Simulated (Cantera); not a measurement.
Feed: 1 mol SiH2Cl2, 19 mol NH3, 8.9 mol N2, held at 1798 K and 13.3 mbar.

Cantera equilibrium calculation (NASA polynomials, part measured and part estimated; ideal gas, pure solids and liquids). Candidate condensed phases: NH4Cl, Si, Si3N4; 28 gas species. The tables' values for SiCl, SiCl3 are old estimates; treat these amounts as uncertain. Gases not in the tables: Si2H6 and higher silanes. Equilibrium is a limit: real reactors are often held back by kinetics, nucleation or transport.

Base state: H2 0.586, N2 0.376, HCl 0.0307, SiCl2 0.00498, H 0.00233, Si 0.000231, SiCl 9.37e-5, Cl 9.35e-5 (mole fractions); condensed: Si(l).

Q: What changes in the equilibrium state with this change: temperature from 1798 K to 800 K?

A: 
```csv
species,before,after
H2,0.586,0.591
N2,0.376,0.368
HCl,0.0307,0.0415
SiCl2,0.00498,<1e-9
H,0.00233,<1e-9
Si,0.000231,<1e-9
"Si(l), mol",0.736,0
"Si3N4(s), mol",0,0.333
```

Q: What changes in the equilibrium state with this change: SiH2Cl2 replaced by trisilylamine?

A: 
```csv
species,before,after
H2,0.586,0.634
N2,0.376,0.364
H,0.00233,0.00243
HCl,0.0307,0
Si,0.000231,0.000231
SiCl2,0.00498,0
SiCl,9.37e-5,0
"Si(l), mol",0.736,2.98
```
The feed counts by its element totals alone.
